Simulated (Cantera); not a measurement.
A closed system holds: 1 mol SiCl₄, 210 mol N₂, at 1348 K and 0.00780 bar.

Equilibrium computed with Cantera from the NASA thermochemical tables; the gas is ideal and each condensed phase is pure. Candidate condensed phases: Si, Si₃N₄; 13 gas species. The tables' values for SiCl₃ are old estimates; treat these amounts as uncertain. Equilibrium is a limit: real reactors are often held back by kinetics, nucleation or transport.

Base state: N₂ 0.995, SiCl₄ 0.00456, Cl 0.000200, SiCl₃ 0.000151, SiCl₂ 2.52e-5 (mole fractions); condensed: gas only.

### Question
What changes in the equilibrium state with this change: 0.52 mol H₂ added?

### Answer
```
species    before     after
-------  --------  --------
N₂          0.995     0.990
HCl             0   0.00480
SiCl₂     2.52e-5   0.00198
SiCl₄     0.00456   0.00188
H₂              0   5.24e-5
Cl       0.000200   1.45e-5
SiCl₃    0.000151  0.000860
```
Further candidate phases: NH₄Cl.

### Question
What changes in the equilibrium state with this change: temperature from 1348 K to 1600 K?

### Answer
| species | before | after |
|---|---|---|
| N₂ | 0.995 | 0.992 |
| Cl | 0.000200 | 0.00356 |
| SiCl₄ | 0.00456 | 0.00238 |
| SiCl₂ | 2.52e-5 | 0.00124 |
| SiCl₃ | 0.000151 | 0.00110 |

### Question
What changes in the equilibrium state with this change: SiCl₄ replaced by SiH₄?

### Answer
| species | before | after |
|---|---|---|
| N₂ | 0.995 | 0.991 |
| H₂ | 0 | 0.00946 |
| SiCl₄ | 0.00456 | 0 |
| Cl | 0.000200 | 0 |
| SiCl₃ | 0.000151 | 0 |
| SiCl₂ | 2.52e-5 | 0 |
| Si₃N₄(s), mol | 0 | 0.333 |
N₂ is the only nitrogen source here; it is nearly inert below about 1500 K, so the nitride shown seldom forms there in practice.
